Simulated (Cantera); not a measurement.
A perfectly stirred reactor is fed with CH₄ : O₂ : N₂ = 1 : 3.12 : 11.8 (molar parts), equivalence ratio 0.64, at 5.00 bar; it is adiabatic with a 423 K inlet, and is followed from long to short residence time, starting on the burning branch (τ in s: 0.12, 0.056, 0.025, 0.011, 0.0052, 0.0023, 0.0011, 0.00048, 0.00022, 9.7e-05, 4.4e-05, 2e-05).

Cantera simulation using GRI-Mech 3.0 (53 species, 325 reactions); the numbers are that mechanism's predictions, not measurements.

Task: What does this change do: CH4 1 to 0.61 parts?

Result: 
```csv
quantity,before,after
"blow-out, bracketed by the residence times tried","burning at 0.220 ms, out at 97.0 µs","burning at 25.0 ms, out at 11.0 ms"
x(CH₄) at τ = 0.120 s,4.63e-6,0.000135
x(O₂) at τ = 0.120 s,0.0702,0.123
x(C₂H₄) at τ = 0.120 s,8.25e-10,2.56e-6
x(C₂H₆) at τ = 0.120 s,1.39e-10,7.26e-7
x(O) at τ = 0.120 s,2.81e-5,1.98e-6
x(CH₄) at τ = 1.10 ms,0.000135,0.0393
x(O₂) at τ = 1.10 ms,0.0715,0.201
x(C₂H₄) at τ = 1.10 ms,1.92e-7,<1e-12
x(C₂H₆) at τ = 1.10 ms,3.73e-8,<1e-12
x(O) at τ = 1.10 ms,0.000292,<1e-12
```

Task: What does this change do: 0.81 parts CO2 added?

Result: 
| quantity | before | after |
|---|---|---|
| blow-out, bracketed by the residence times tried | burning at 0.220 ms, out at 97.0 µs | burning at 0.480 ms, out at 0.220 ms |
| x(CH₄) at τ = 0.120 s | 4.63e-6 | 7.22e-6 |
| x(O₂) at τ = 0.120 s | 0.0702 | 0.0669 |
| x(C₂H₄) at τ = 0.120 s | 8.25e-10 | 2.94e-9 |
| x(C₂H₆) at τ = 0.120 s | 1.39e-10 | 5.83e-10 |
| x(O) at τ = 0.120 s | 2.81e-5 | 1.69e-5 |
| x(CH₄) at τ = 1.10 ms | 0.000135 | 0.000206 |
| x(O₂) at τ = 1.10 ms | 0.0715 | 0.0689 |
| x(C₂H₄) at τ = 1.10 ms | 1.92e-7 | 5.09e-7 |
| x(C₂H₆) at τ = 1.10 ms | 3.73e-8 | 1.27e-7 |
| x(O) at τ = 1.10 ms | 0.000292 | 0.000209 |
